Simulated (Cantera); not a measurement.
Input: 1 mol borazine, 1.3 mol H2O, 30 mol H2, held at 1.00 Torr.

These are equilibrium values from Cantera (NASA tables, ideal gas, pure condensed phases), not measurements of a reactor. Candidate condensed phases: B, BN, B2O3, B3O3H3, H2O; 39 gas species. The feed counts by its element totals alone. Mutual solubility and eutectic melting of coexisting phases are not modelled. Kinetics and transport are ignored.

Over these rows the condensed part is BN(s) + B2O3(l). Partial pressures as log10 of bar:

```
T (K)  1000/T (1/K)  log p HBO2  log p H2  log p N2
-----  ------------  ----------  --------  --------
1123         0.8905       -6.85     -2.88     -4.78
1173         0.8525       -6.51     -2.88     -4.78
1223         0.8177       -6.21     -2.88     -4.78
1273         0.7855       -5.93     -2.88     -4.78
1323         0.7559           ?     -2.88     -4.78
1373         0.7283       -5.43     -2.88     -4.78
```

Question: Fit log p(HBO2) = a + b·(1000/T) to the five rows, give the apparent enthalpy, and predict the row at 1323 K.

Answer: Means: 1000/T = 0.8149, log p = -6.186. Sxy = -0.135444, Sxx = 0.0155009, so b = -8.74 and a = -6.186 − (-8.74)×0.8149 = 0.94.
Apparent enthalpy: −19.145 × (-8.74) = 167 kJ/mol. With the condensed phases at unit activity, 2/3 B2O3(l) + 1/2 H2(g) + 1/6 N2(g) = HBO2(g) + 1/3 BN(s) links this pressure to the main gases: over the six rows their terms move log p by +0.00 in all, so the slope is close to that reaction's ΔH°. The five rows lie within 0.01 of the line.
Prediction at 1323 K: 0.94 + (-8.74)×0.7559 = -5.67. The computed value is -5.67, 0.00 from the line.
